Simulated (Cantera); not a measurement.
A closed system holds: 1 mol TEOS, 1.3 mol CO₂, at 3600 Pa.

Method: chemical equilibrium by Gibbs-energy minimisation in Cantera with the NASA 1993 tables (ideal gas, pure condensed phases). Candidate condensed phases: C, C₆H₆, C₇H₈, C₈H₁₈, H₂O, Si, SiC, SiO₂; 123 gas species. The feed counts by its element totals alone. The numbers say what is thermodynamically allowed, not how fast it happens. All values below are at 1552 °C.

Base state: H₂ 0.601, CO 0.395, SiO 0.00236, H 0.00180, C₂H₂ (acetylene) 0.000129 (mole fractions); condensed: C(graphite) + SiC(s).

### Question
What changes in the equilibrium state with this change: pressure from 3600 Pa to 100000 Pa?

### Answer
```json
[
 {"species": "H₂", "before": "0.601", "after": "0.602"},
 {"species": "CO", "before": "0.395", "after": "0.395"},
 {"species": "SiO", "before": "0.00236", "after": "0.00236"},
 {"species": "H", "before": "0.00180", "after": "0.000342"},
 {"species": "CH₄", "before": "9.21e-6", "after": "0.000257"},
 {"species": "H₂O", "before": "2.15e-6", "after": "6.00e-5"},
 {"species": "CO₂", "before": "3.61e-7", "after": "1.01e-5"},
 {"species": "C(graphite), mol", "before": "1.77", "after": "1.77"},
 {"species": "SiC(s), mol", "before": "0.961", "after": "0.961"}
]
```
